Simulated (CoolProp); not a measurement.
Vapour-liquid equilibrium of isohexane (1) + n-hexane (2) at 107.45 °C; x and y are mole fractions of (1).

The numbers come from the multi-fluid Helmholtz-energy mixture model, Lemmon 2006 and Thol 2019; pair parameters Bell 2016 in CoolProp.

| x | bubble pressure (bar) | y at the bubble point | dew pressure at overall composition x (bar) | liquid density (mol/L) |
|---|---|---|---|---|
| 0.05 | 3.009 | 0.061 | 3.002 | 6.641 |
| 0.2 | … | … | … | 6.627 |
| 0.35 | 3.241 | 0.397 | 3.207 | … |
| 0.5 | 3.352 | 0.548 | … | 6.598 |
| 0.65 | 3.459 | … | 3.428 | 6.584 |
| 0.8 | … | 0.826 | 3.542 | 6.572 |
| 0.95 | 3.660 | 0.957 | 3.655 | 6.560 |

Problem. Complete the blanks.

Solution. 
- 0.2, bubble pressure (bar): 3.126
- 0.2, y at the bubble point: 0.235
- 0.2, dew pressure at overall composition x (bar): 3.102
- 0.35, liquid density (mol/L): 6.612
- 0.5, dew pressure at overall composition x (bar): 3.316
- 0.65, y at the bubble point: 0.691
- 0.8, bubble pressure (bar): 3.562

No azeotrope shows between x = 0.05 and 0.95.

The pair parameters rest on a limited set of measurements; away from them the model extrapolates.
